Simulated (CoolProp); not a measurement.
Saturation properties of C2F6 (R116).

The numbers come from the reference Helmholtz-energy equation of state, Lemmon 2006 in CoolProp. It is a short technical equation, of lower accuracy than the large ones.

| T (K) | p (MPa) | vapour density (kg/m³) | enthalpy of vaporisation (kJ/kg) | surface tension (mN/m) |
|---|---|---|---|---|
| 212.3 | 0.2350 | 20.00 | 109.0 | 8.73 |
| 217.7 | 0.2965 | 25.01 | 106.3 | 8.03 |
| 223.2 | 0.3710 | 31.08 | 103.3 | 7.31 |
| 228.6 | 0.4570 | 38.14 | 100.3 | 6.63 |
| 234 | 0.5571 | 46.47 | 97.04 | 5.95 |
| 239.5 | 0.6749 | 56.47 | 93.51 | 5.28 |
| 244.9 | 0.8078 | 68.04 | 89.78 | 4.63 |
| 250.4 | 0.9621 | 81.95 | 85.67 | 3.98 |
| 255.8 | 1.134 | 98.17 | 81.28 | 3.37 |
| 261.3 | 1.331 | 117.9 | 76.35 | 2.76 |
| 266.7 | 1.549 | 141.5 | 70.95 | 2.19 |
| 272.2 | 1.798 | 171.2 | 64.68 | 1.63 |
| 277.6 | 2.071 | 208.6 | 57.46 | 1.12 |
| 283.1 | 2.382 | 260.5 | 48.36 | 0.645 |
| 288.5 | 2.725 | 341.0 | 35.82 | 0.240 |

It boils at 195.1 K under 1 atm.

Surface tension comes from a separate correlation (Mulero 2012).
